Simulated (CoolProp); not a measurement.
Vapour-liquid equilibrium of cyclohexane (1) + n-heptane (2) at 63.7 kPa; x and y are mole fractions of (1).

The numbers come from the multi-fluid Helmholtz-energy mixture model, Zhou 2014 and Span 2003; pair parameters Bell 2016 in CoolProp.

```tsv
x	bubble temperature, mixture model (°C)	bubble temperature, Raoult's law (°C)	y, mixture model	y, Raoult's law
0.05	82.2	82.2	0.084	0.083
0.125	80.5	80.7	0.200	0.199
0.2	[?]	79.1	0.305	0.303
0.275	77.4	77.7	0.400	0.399
0.35	75.9	76.3	0.486	0.486
0.425	[?]	74.9	0.565	0.566
0.5	[?]	73.6	0.636	0.639
0.575	72.0	72.4	0.702	0.706
0.65	70.8	71.1	0.763	0.768
0.725	[?]	70.0	0.820	0.825
0.8	68.6	68.8	0.872	0.878
0.875	67.6	67.8	[?]	0.927
0.95	66.7	66.7	0.970	0.972
```

### Question
Some entries are withheld; supply them.

### Answer

- 0.2, bubble temperature, mixture model (°C): 78.9
- 0.425, bubble temperature, mixture model (°C): 74.5
- 0.5, bubble temperature, mixture model (°C): 73.2
- 0.725, bubble temperature, mixture model (°C): 69.7
- 0.875, y, mixture model: 0.922

The largest gap from Raoult's law is -0.4 K in bubble temperature, at x = 0.5. No azeotrope shows between x = 0.05 and 0.95.

Pair parameters are fitted to limited data, so mixtures are less certain than the pure fluids.
